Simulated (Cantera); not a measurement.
What does this Cantera script print?

```python
import numpy as np
import cantera as ct

gas_names = """
    C CN CO CO2 C2 CCN CNC C2N2 C2O C3 C3O2 C4 C4N2 C5 N NCO NO NO2 NO3 N2 N2O O O2 O3 Si SiC SiC2 SiN
    SiO SiO2 Si2 Si2C Si2N Si3
""".split()
cond_names = """
    C(gr) Si(cr) Si(L) SiC(b) SiO2(Lqz) SiO2(hqz) SiO2(L) Si2N2O(s) Si3N4(a)
""".split()


def load(file, names, dense=False):
    # The tables refer to 1 bar. Condensed volumes are neglected.
    table = {s.name: s for s in ct.Species.list_from_file(file)}
    out = []
    for n in names:
        d = dict(table[n].input_data)
        d["thermo"] = dict(d["thermo"], **{"reference-pressure": 1e5})
        if dense:
            d["equation-of-state"] = {"model": "constant-volume", "density": "1e6 g/cm^3"}
        out.append(ct.Species.from_dict(d))
    return out


gas = ct.Solution(thermo="ideal-gas", species=load("nasa_gas.yaml", gas_names))
cond = {s.name: ct.Solution(thermo="fixed-stoichiometry", species=[s], name=s.name)
        for s in load("nasa_condensed.yaml", cond_names, dense=True)}
atoms = {
    'Si': {'Si': 1},
    'CO2': {'C': 1, 'O': 2},
    'N2': {'N': 2},
}
top_T = {'C(gr)': 4500, 'SiC(b)': 3050, 'Si2N2O(s)': 2100, 'Si3N4(a)': 2400}  # K; cautious upper limits of use, not melting points


def equilibrate(T, P, feed):
    n = {}
    for name, mol in feed.items():
        for a, k in atoms[name].items():
            n[a] = n.get(a, 0.0) + k * mol
    gas.TPX = T, P, n
    mass = sum(n.values()) * gas.mean_molecular_weight
    gas.equilibrate("TP")
    valid = [c for c in cond.values() if c.min_temp <= T <= top_T.get(c.name, c.max_temp)]
    mix = ct.Mixture([(gas, mass / gas.mean_molecular_weight)] + [(c, 0.0) for c in valid])
    mix.T, mix.P = T, P
    mix.equilibrate("TP", solver="vcs", rtol=1e-11, max_steps=5000)
    return mix


results = []
P = 100000  # Pa
for T in [1723, 1773, 1823, 1873, 1923, 1973, 2023, 2073, 2123, 2173, 2223]:
    for m in [1.6, 2.1, 2.9, 3.8, 5.1, 6.9, 9.2, 12, 16, 22]:
        feed = {'Si': 1, 'CO2': 1.4, 'N2': m}  # mol
        mix = equilibrate(T, P, feed)
        results.append((T, P, feed, dict(zip(mix.species_names, mix.species_moles))))

for T, P, feed, n in results:
    print(f"{T:7g} {feed['N2']:10.4g}  " + (" + ".join(c for c in cond_names if n.get(c, 0) > 1e-12) or "gas only"))
```

Result:

```
   1723        1.6  SiO2(L) + Si2N2O(s)
   1723        2.1  SiO2(L) + Si2N2O(s)
   1723        2.9  SiO2(L) + Si2N2O(s)
   1723        3.8  SiO2(L) + Si2N2O(s)
   1723        5.1  SiO2(L) + Si2N2O(s)
   1723        6.9  SiO2(L) + Si2N2O(s)
   1723        9.2  SiO2(L) + Si2N2O(s)
   1723         12  SiO2(L) + Si2N2O(s)
   1723         16  SiO2(L) + Si2N2O(s)
   1723         22  SiO2(L) + Si2N2O(s)
   1773        1.6  SiO2(L) + Si2N2O(s)
   1773        2.1  SiO2(L) + Si2N2O(s)
   1773        2.9  SiO2(L) + Si2N2O(s)
   1773        3.8  SiO2(L) + Si2N2O(s)
   1773        5.1  SiO2(L) + Si2N2O(s)
   1773        6.9  SiO2(L) + Si2N2O(s)
   1773        9.2  SiO2(L) + Si2N2O(s)
   1773         12  SiO2(L) + Si2N2O(s)
   1773         16  SiO2(L) + Si2N2O(s)
   1773         22  SiO2(L) + Si2N2O(s)
   1823        1.6  SiO2(L) + Si2N2O(s)
   1823        2.1  SiO2(L) + Si2N2O(s)
   1823        2.9  SiO2(L) + Si2N2O(s)
   1823        3.8  SiO2(L) + Si2N2O(s)
   1823        5.1  SiO2(L) + Si2N2O(s)
   1823        6.9  SiO2(L) + Si2N2O(s)
   1823        9.2  SiO2(L) + Si2N2O(s)
   1823         12  SiO2(L) + Si2N2O(s)
   1823         16  SiO2(L) + Si2N2O(s)
   1823         22  SiO2(L) + Si2N2O(s)
   1873        1.6  SiO2(L) + Si2N2O(s)
   1873        2.1  SiO2(L) + Si2N2O(s)
   1873        2.9  SiO2(L) + Si2N2O(s)
   1873        3.8  SiO2(L) + Si2N2O(s)
   1873        5.1  SiO2(L) + Si2N2O(s)
   1873        6.9  SiO2(L) + Si2N2O(s)
   1873        9.2  SiO2(L) + Si2N2O(s)
   1873         12  SiO2(L) + Si2N2O(s)
   1873         16  SiO2(L) + Si2N2O(s)
   1873         22  SiO2(L) + Si2N2O(s)
   1923        1.6  SiO2(L) + Si2N2O(s)
   1923        2.1  SiO2(L) + Si2N2O(s)
   1923        2.9  SiO2(L) + Si2N2O(s)
   1923        3.8  SiO2(L) + Si2N2O(s)
   1923        5.1  SiO2(L) + Si2N2O(s)
   1923        6.9  SiO2(L) + Si2N2O(s)
   1923        9.2  SiO2(L) + Si2N2O(s)
   1923         12  SiO2(L) + Si2N2O(s)
   1923         16  SiO2(L) + Si2N2O(s)
   1923         22  SiO2(L) + Si2N2O(s)
   1973        1.6  SiO2(L) + Si2N2O(s)
   1973        2.1  SiO2(L) + Si2N2O(s)
   1973        2.9  SiO2(L) + Si2N2O(s)
   1973        3.8  SiO2(L) + Si2N2O(s)
   1973        5.1  SiO2(L) + Si2N2O(s)
   1973        6.9  SiO2(L) + Si2N2O(s)
   1973        9.2  SiO2(L) + Si2N2O(s)
   1973         12  SiO2(L) + Si2N2O(s)
   1973         16  SiO2(L) + Si2N2O(s)
   1973         22  SiO2(L)
   2023        1.6  SiO2(L) + Si2N2O(s)
   2023        2.1  SiO2(L) + Si2N2O(s)
   2023        2.9  SiO2(L) + Si2N2O(s)
   2023        3.8  SiO2(L) + Si2N2O(s)
   2023        5.1  SiO2(L) + Si2N2O(s)
   2023        6.9  SiO2(L)
   2023        9.2  SiO2(L)
   2023         12  SiO2(L)
   2023         16  SiO2(L)
   2023         22  SiO2(L)
   2073        1.6  SiO2(L)
   2073        2.1  SiO2(L)
   2073        2.9  SiO2(L)
   2073        3.8  SiO2(L)
   2073        5.1  SiO2(L)
   2073        6.9  SiO2(L)
   2073        9.2  SiO2(L)
   2073         12  SiO2(L)
   2073         16  SiO2(L)
   2073         22  SiO2(L)
   2123        1.6  SiO2(L)
   2123        2.1  SiO2(L)
   2123        2.9  SiO2(L)
   2123        3.8  SiO2(L)
   2123        5.1  SiO2(L)
   2123        6.9  SiO2(L)
   2123        9.2  SiO2(L)
   2123         12  SiO2(L)
   2123         16  SiO2(L)
   2123         22  SiO2(L)
   2173        1.6  SiO2(L)
   2173        2.1  SiO2(L)
   2173        2.9  SiO2(L)
   2173        3.8  SiO2(L)
   2173        5.1  SiO2(L)
   2173        6.9  SiO2(L)
   2173        9.2  SiO2(L)
   2173         12  SiO2(L)
   2173         16  SiO2(L)
   2173         22  SiO2(L)
   2223        1.6  SiO2(L)
   2223        2.1  SiO2(L)
   2223        2.9  SiO2(L)
   2223        3.8  SiO2(L)
   2223        5.1  SiO2(L)
   2223        6.9  SiO2(L)
   2223        9.2  SiO2(L)
   2223         12  SiO2(L)
   2223         16  SiO2(L)
   2223         22  SiO2(L)
```

Method: chemical equilibrium by Gibbs-energy minimisation in Cantera with the NASA 1993 tables (ideal gas, pure condensed phases). Mutual solubility and eutectic melting of coexisting phases are not modelled. The tables hold silica as quartz up to 1696 K and as liquid above; real silica turns to tridymite and cristobalite and melts near 1996 K.
